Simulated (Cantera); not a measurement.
A freely propagating, adiabatic, planar premixed flame of H₂ : O₂ : N₂ = 1 : 0.417 : 1.21 (molar parts), equivalence ratio 1.2, unburnt at 475 K and 1000000 Pa; mixture-averaged transport, grid criteria slope 0.08 and curve 0.16, no radiation.

Detailed kinetics in Cantera: the H2/O2 subset of GRI-Mech 3.0, which has no nitrogen chemistry. The hydrogen kinetics of GRI-Mech 3.0 are dated; newer H2 mechanisms differ, most at raised pressure. Burning velocities carry a grid error of a few per cent, more on coarse grids.

Predict: laminar burning velocity; thermal thickness; peak x(H); peak x(HO₂); peak x(H₂O₂); peak x(O).


| Property | Result |
|---|---|
| laminar burning velocity | 656 cm/s |
| thermal thickness | 0.0210 mm |
| peak x(H) | 0.0391 |
| peak x(HO₂) | 0.00185 |
| peak x(H₂O₂) | 0.000168 |
| peak x(O) | 0.00658 |
